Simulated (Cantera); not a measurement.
An adiabatic, constant-volume homogeneous reactor starts with C₃H₈ : O₂ : N₂ = 1 : 7.46 : 28.1 (molar parts), at 1548 K and 3.50 bar.

Cantera simulation using GRI-Mech 3.0 (53 species, 325 reactions); the numbers are that mechanism's predictions, not measurements. GRI-Mech 3.0 was tuned for natural gas; its chemistry of propane as a main component is partial and can be far from experiment.

Q: Predict: time of steepest temperature rise; temperature at 9.00 s; equilibrium temperature; x(O₂) at 9.00 s; x(H₂O) at 9.00 s; x(H₂) at 9.00 s; x(O) at 9.00 s.

A: 
```
Item                                                                 Value
---------------------------------  ---------------------------------------
time of steepest temperature rise                                  21.0 µs
temperature at 9.00 s                                               2869 K
equilibrium temperature                                             2869 K
x(O₂) at 9.00 s                      0.0585 (gas-phase equilibrium 0.0585)
x(H₂O) at 9.00 s                     0.0904 (gas-phase equilibrium 0.0904)
x(H₂) at 9.00 s                    0.00408 (gas-phase equilibrium 0.00408)
x(O) at 9.00 s                     0.00660 (gas-phase equilibrium 0.00660)
```
